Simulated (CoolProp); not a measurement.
Vapour-liquid equilibrium of CH2F2 (R32) (1) + fluoroethane (R161) (2) at 0.133 MPa; x and y are mole fractions of (1).

The numbers come from the multi-fluid Helmholtz-energy mixture model, Tillner-Roth 1997 and Wu 2012; pair parameters Bell 2016 in CoolProp.

**Question.** Give the bubble temperature and the first vapour's composition at x = 0.125, 0.2, 0.575. Is there an azeotrope?

**Answer.** x = 0.125: 238.3 K, y = 0.239; x = 0.2: 236.7 K, y = 0.346; x = 0.575: 231.1 K, y = 0.710. No azeotrope shows between x = 0.05 and 0.95.

Pair parameters are fitted to limited data, so mixtures are less certain than the pure fluids.
